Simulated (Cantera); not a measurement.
Feed: 1 mol SiHCl₃, 3.3 mol H₂, equilibrated at 0.170 bar.

Method: chemical equilibrium by Gibbs-energy minimisation in Cantera with the NASA 1993 tables (ideal gas, pure condensed phases). Candidate condensed phases: Si; 19 gas species. The tables' values for SiCl₃, SiCl are old estimates; treat these amounts as uncertain. Gases not in the tables: Si₂H₆ and higher silanes. Kinetics and transport are ignored.

log p: log10 of the partial pressure in bar; n: condensed amount in mol.

```tsv
T (K)	log p H₂	log p HCl	log p SiCl₂	log p SiCl₃	n Si(l)
1775	-0.97	-1.50	-1.53	-2.79	?
1825	-0.97	-1.49	-1.53	-2.87	?
1875	-0.98	-1.48	-1.53	-2.95	?
1925	-0.98	-1.46	-1.53	-3.03	?
1975	-0.98	-1.45	-1.53	-3.10	?
2025	-0.99	-1.45	-1.54	-3.17	?
2075	-0.99	-1.44	-1.54	-3.24	?
2125	-0.99	-1.43	-1.55	-3.30	0.0827
2175	-0.99	-1.42	-1.56	-3.37	0.0870
```

**Question.** Fill in the missing entries.

**Answer.** 
- 1775, n Si(l): 0.0190
- 1825, n Si(l): 0.0287
- 1875, n Si(l): 0.0389
- 1925, n Si(l): 0.0490
- 1975, n Si(l): 0.0588
- 2025, n Si(l): 0.0680
- 2075, n Si(l): 0.0761
